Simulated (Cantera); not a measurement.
What does this Cantera script print?

```python
import numpy as np
import cantera as ct

surf = ct.Interface("diamond.yaml", "diamond_100")
gas, bulk = surf.adjacent["gas"], surf.adjacent["diamond"]
k = surf.kinetics_species_index(bulk.species_names[0])
cover = ["c6HH", "c6H*", "c6*H", "c6**", "c6HM", "c6B"]

rows, drift = [], 0.0
print(f"{'T':>10s}{'um/h':>11s}" + "".join(f"{s:>11s}" for s in cover))
for v in [900, 975, 1050, 1125, 1200, 1275, 1350]:
    T, P, xH, xCH3 = v, 14000, 0.00059, 0.0001
    gas.TPX = T, P, {"H": xH, "CH3": xCH3, "CH4": 0.0048, "H2": 1 - xH - xCH3 - 0.0048}
    surf.TP = bulk.TP = T, P
    surf.coverages = "c6H*:0.1, c6HH:0.9"
    surf.advance_coverages(100.0)
    before = surf.coverages
    surf.advance_coverages(100.0)
    drift = max(drift, np.max(np.abs(surf.coverages - before) / (surf.coverages + 1e-9)))
    rate = surf.net_production_rates[k] * bulk.mean_molecular_weight / bulk.density * 3.6e9
    rows.append([rate, *surf[cover].coverages])
    print(f"{v:10.4g}{rate:11.4e}" + "".join(f"{x:11.3e}" for x in rows[-1][1:]))
```

It prints:

```
         T       um/h       c6HH       c6H*       c6*H       c6**       c6HM        c6B
       900 3.6152e+00  5.926e-01  8.886e-03  2.485e-01  3.419e-03  1.179e-01  9.810e-09
       975 5.2561e+00  5.571e-01  1.423e-02  3.129e-01  6.271e-03  8.189e-02  1.426e-08
      1050 5.7331e+00  5.269e-01  2.092e-02  3.743e-01  1.012e-02  4.685e-02  1.556e-08
      1125 3.7685e+00  5.025e-01  2.859e-02  4.277e-01  1.451e-02  1.667e-02  1.023e-08
      1200 1.8930e+00  4.776e-01  3.598e-02  4.604e-01  1.833e-02  3.909e-03  5.137e-09
      1275 1.2391e+00  4.594e-01  4.256e-02  4.743e-01  2.097e-02  8.268e-04  3.362e-09
      1350 9.7266e-01  4.525e-01  4.823e-02  4.755e-01  2.238e-02  1.795e-04  2.639e-09
```

Computed with Cantera and the Harris–Goodwin 1993 mechanism for the reconstructed diamond (100) surface.
